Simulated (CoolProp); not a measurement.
Isopentane along the isotherm 32.85 °C: Z from the reference equation and from simpler models built on Tc = 187.2 °C, pc = 33.78 bar, ω = 0.227; each cubic takes its own stable root.

Model: reference Helmholtz-energy equation of state, Lemmon 2006, in CoolProp. It is a short technical equation, of lower accuracy than the large ones.

```json
[
 {"p (bar)": "24.1", "phase": "liquid", "reference": "0.1120", "van der Waals": "0.1792", "Soave-Redlich-Kwong": "0.1201"},
 {"p (bar)": "48.3", "phase": "liquid", "reference": "0.2231", "van der Waals": "0.3521", "Soave-Redlich-Kwong": "0.2386"},
 {"p (bar)": "72.4", "phase": "liquid", "reference": "0.3327", "van der Waals": "0.5196", "Soave-Redlich-Kwong": "0.3548"},
 {"p (bar)": "96.5", "phase": "liquid", "reference": "0.4412", "van der Waals": "0.6834", "Soave-Redlich-Kwong": "0.4694"},
 {"p (bar)": "121", "phase": "liquid", "reference": "0.5505", "van der Waals": "0.8469", "Soave-Redlich-Kwong": "0.5845"},
 {"p (bar)": "145", "phase": "liquid", "reference": "0.6567", "van der Waals": "1.005", "Soave-Redlich-Kwong": "0.6961"},
 {"p (bar)": "169", "phase": "liquid", "reference": "0.7620", "van der Waals": "1.161", "Soave-Redlich-Kwong": "0.8066"},
 {"p (bar)": "193", "phase": "liquid", "reference": "0.8666", "van der Waals": "1.315", "Soave-Redlich-Kwong": "0.9162"},
 {"p (bar)": "217", "phase": "liquid", "reference": "0.9705", "van der Waals": "1.468", "Soave-Redlich-Kwong": "1.025"},
 {"p (bar)": "241", "phase": "liquid", "reference": "1.074", "van der Waals": "1.620", "Soave-Redlich-Kwong": "1.133"},
 {"p (bar)": "265", "phase": "liquid", "reference": "1.176", "van der Waals": "1.770", "Soave-Redlich-Kwong": "1.240"},
 {"p (bar)": "290", "phase": "liquid", "reference": "1.282", "van der Waals": "1.926", "Soave-Redlich-Kwong": "1.351"},
 {"p (bar)": "314", "phase": "liquid", "reference": "1.384", "van der Waals": "2.074", "Soave-Redlich-Kwong": "1.457"},
 {"p (bar)": "338", "phase": "liquid", "reference": "1.484", "van der Waals": "2.222", "Soave-Redlich-Kwong": "1.562"}
]
```
